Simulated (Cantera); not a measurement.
Standard-state values (1 bar) from the NASA 1993 polynomials, evaluated with Cantera. Values are per mole of reaction as written; species without (g) are pure solids or liquids, kept so even where they would boil at 1 bar. The tables' values for SiF2 are old estimates.

Si(g) + SiF4(g) → 2 SiF2(g), with ΔH° = -10.8 kJ and ΔS° = 62.4 J/K at 300 K.

**Question.** How far is the shortcut ΔG° ≈ ΔH°(300 K) − T·ΔS°(300 K) from the full temperature-dependent value at 2548, 2573, 2598, 2623, 2648, 2673, 2698, 2723, 2748 K?

**Answer.** 
```json
[
 {"T (K)": "2548", "shortcut (kJ)": "-169.7", "full (kJ)": "-138.5", "difference (kJ)": "-31.2", "difference in log10 K": "0.64"},
 {"T (K)": "2573", "shortcut (kJ)": "-171.3", "full (kJ)": "-139.5", "difference (kJ)": "-31.8", "difference in log10 K": "0.65"},
 {"T (K)": "2598", "shortcut (kJ)": "-172.8", "full (kJ)": "-140.4", "difference (kJ)": "-32.4", "difference in log10 K": "0.65"},
 {"T (K)": "2623", "shortcut (kJ)": "-174.4", "full (kJ)": "-141.4", "difference (kJ)": "-32.9", "difference in log10 K": "0.66"},
 {"T (K)": "2648", "shortcut (kJ)": "-175.9", "full (kJ)": "-142.4", "difference (kJ)": "-33.5", "difference in log10 K": "0.66"},
 {"T (K)": "2673", "shortcut (kJ)": "-177.5", "full (kJ)": "-143.4", "difference (kJ)": "-34.1", "difference in log10 K": "0.67"},
 {"T (K)": "2698", "shortcut (kJ)": "-179.1", "full (kJ)": "-144.4", "difference (kJ)": "-34.7", "difference in log10 K": "0.67"},
 {"T (K)": "2723", "shortcut (kJ)": "-180.6", "full (kJ)": "-145.3", "difference (kJ)": "-35.3", "difference in log10 K": "0.68"},
 {"T (K)": "2748", "shortcut (kJ)": "-182.2", "full (kJ)": "-146.3", "difference (kJ)": "-35.9", "difference in log10 K": "0.68"}
]
```
The shortcut ignores the heat-capacity change of the reaction.
